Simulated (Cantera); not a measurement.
Equilibrium for hydrogen reduction and annealing atmospheres: Cu2O + H2 + N2

Input: 1 mol Cu2O, 1.4 mol H2, 11 mol N2, at 24.0 Pa.

These are equilibrium values from Cantera (NASA tables, ideal gas, pure condensed phases), not measurements of a reactor. Candidate condensed phases: Cu, CuO, Cu(OH)2, Cu2O, H2O; 27 gas species. Rates play no part.

From 402 °C to 1002 °C the condensed part is Cu(s). From 1152 °C to 1302 °C the condensed part is Cu(l). From 1452 °C to 1902 °C nothing is condensed.

```json
[
 {"T (°C)": "402", "x N2": "0.887", "x Cu": "<1e-12", "x H2O": "0.0806", "x H": "<1e-12", "x H2": "0.0323", "x O": "<1e-12", "n Cu(s)": "2.00", "n Cu(l)": "0"},
 {"T (°C)": "552", "x N2": "0.887", "x Cu": "1.29e-11", "x H2O": "0.0806", "x H": "9.20e-11", "x H2": "0.0323", "x O": "<1e-12", "n Cu(s)": "2.00", "n Cu(l)": "0"},
 {"T (°C)": "702", "x N2": "0.887", "x Cu": "2.32e-8", "x H2O": "0.0806", "x H": "1.33e-8", "x H2": "0.0323", "x O": "<1e-12", "n Cu(s)": "2.00", "n Cu(l)": "0"},
 {"T (°C)": "852", "x N2": "0.887", "x Cu": "5.56e-6", "x H2O": "0.0806", "x H": "5.15e-7", "x H2": "0.0323", "x O": "<1e-12", "n Cu(s)": "2.00", "n Cu(l)": "0"},
 {"T (°C)": "1002", "x N2": "0.887", "x Cu": "0.000361", "x H2O": "0.0806", "x H": "8.54e-6", "x H2": "0.0322", "x O": "6.42e-11", "n Cu(s)": "2.00", "n Cu(l)": "0"},
 {"T (°C)": "1152", "x N2": "0.879", "x Cu": "0.00905", "x H2O": "0.0799", "x H": "7.87e-5", "x H2": "0.0319", "x O": "9.53e-9", "n Cu(s)": "0", "n Cu(l)": "1.89"},
 {"T (°C)": "1302", "x N2": "0.786", "x Cu": "0.114", "x H2O": "0.0714", "x H": "0.000452", "x H2": "0.0284", "x O": "5.52e-7", "n Cu(s)": "0", "n Cu(l)": "0.404"},
 {"T (°C)": "1452", "x N2": "0.763", "x Cu": "0.139", "x H2O": "0.0690", "x H": "0.00197", "x H2": "0.0270", "x O": "1.61e-5", "n Cu(s)": "0", "n Cu(l)": "0"},
 {"T (°C)": "1602", "x N2": "0.760", "x Cu": "0.138", "x H2O": "0.0667", "x H": "0.00682", "x H2": "0.0260", "x O": "0.000271", "n Cu(s)": "0", "n Cu(l)": "0"},
 {"T (°C)": "1752", "x N2": "0.750", "x Cu": "0.136", "x H2O": "0.0562", "x H": "0.0204", "x H2": "0.0270", "x O": "0.00244", "n Cu(s)": "0", "n Cu(l)": "0"},
 {"T (°C)": "1902", "x N2": "0.726", "x Cu": "0.132", "x H2O": "0.0335", "x H": "0.0530", "x H2": "0.0283", "x O": "0.0111", "n Cu(s)": "0", "n Cu(l)": "0"}
]
```
x: gas mole fraction; n: condensed amount in mol.
